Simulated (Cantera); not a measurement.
An isothermal plug-flow reactor at 798 K and 200000 Pa (inlet), inlet velocity 0.82 m/s, active area per volume 1100 1/m; feed 0.742 % CO, 9.13 % O₂, 90.1 % N₂.

Cantera simulation using Deutschmann's 1995 Pt surface mechanism with GRI-Mech 3.0 gas chemistry; the numbers are that mechanism's predictions, not measurements. Catalytic surfaces can have several steady states; this one follows from the mechanism file's or the stated starting coverage. Mass transfer to the wall is taken as infinitely fast.

Predict: x(CO) at z = 0.0054 m; x(O₂) at z = 0.0054 m; x(CO₂) at z = 0.0054 m; θ(free Pt) at the exit; θ(O*) at the exit.


```json
{
  "x(CO) at z = 0.0054 m": "0.000349",
  "x(O₂) at z = 0.0054 m": "0.0880",
  "x(CO₂) at z = 0.0054 m": "0.00709",
  "θ(free Pt) at the exit": "0.0291",
  "θ(O*) at the exit": "0.971"
}
```
